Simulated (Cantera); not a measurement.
A closed system holds: 1 mol PbO, 5.5 mol CO, 0.38 mol H2, held at 2048 K and 3.80 bar.

Method: chemical equilibrium by Gibbs-energy minimisation in Cantera with the NASA 1993 tables (ideal gas, pure condensed phases). Candidate condensed phases: C, C6H6, C7H8, C8H18, H2O, Pb, PbO, PbO2, Pb3O4; 113 gas species. Gases not in the tables: (PbO)n polymers. Kinetics and transport are ignored.

Base state: CO 0.680, Pb 0.144, CO2 0.120, H2 0.0300, H2O 0.0251, PbO 0.000651, Pb2 0.000350, H 0.000199 (mole fractions); condensed: gas only.

Question: What changes in the equilibrium state with this change: H2 from 0.38 to 0.1 mol?

Answer: 
```json
[
 {"species": "CO", "before": "0.680", "after": "0.690"},
 {"species": "Pb", "before": "0.144", "after": "0.150"},
 {"species": "CO2", "before": "0.120", "after": "0.143"},
 {"species": "H2", "before": "0.0300", "after": "0.00760"},
 {"species": "H2O", "before": "0.0251", "after": "0.00750"},
 {"species": "H", "before": "0.000199", "after": "0.000100"},
 {"species": "OH", "before": "1.81e-5", "after": "1.08e-5"}
]
```

Question: What changes in the equilibrium state with this change: H2 from 0.38 to 2.2 mol?

Answer: 
| species | before | after |
|---|---|---|
| CO | 0.680 | 0.586 |
| H2 | 0.0300 | 0.184 |
| Pb | 0.144 | 0.114 |
| CO2 | 0.120 | 0.0460 |
| H2O | 0.0251 | 0.0687 |
| PbO | 0.000651 | 0.000230 |
| H | 0.000199 | 0.000493 |
